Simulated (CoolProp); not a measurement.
Aqueous potassium carbonate as a coolant, at 13 °C, 1 atm.

Model: Melinder's fits for secondary coolants, in CoolProp.

```csv
mass %,freezing point (°C),conductivity (W/(m K)),density (kg/m³),Prandtl number,viscosity (mPa s)
3.2,-1.0,0.584,1029,8.74,1.28
6.7,-2.3,0.580,?,9.08,1.38
10.1,?,?,?,9.56,1.50
13.6,-5.2,0.573,1128,10.2,1.64
17.1,-7.0,?,1163,10.9,1.82
20.5,-9.1,0.567,1199,?,2.03
24,-11.9,0.563,1236,12.9,2.31
27.5,-15.5,0.560,?,14.4,2.67
30.9,-19.9,0.557,1312,16.4,3.13
```

### Question
Some entries are withheld; supply them.

### Answer

- 6.7, density (kg/m³): 1062
- 10.1, freezing point (°C): -3.7
- 10.1, conductivity (W/(m K)): 0.577
- 10.1, density (kg/m³): 1094
- 17.1, conductivity (W/(m K)): 0.570
- 20.5, Prandtl number: 11.8
- 27.5, density (kg/m³): 1274
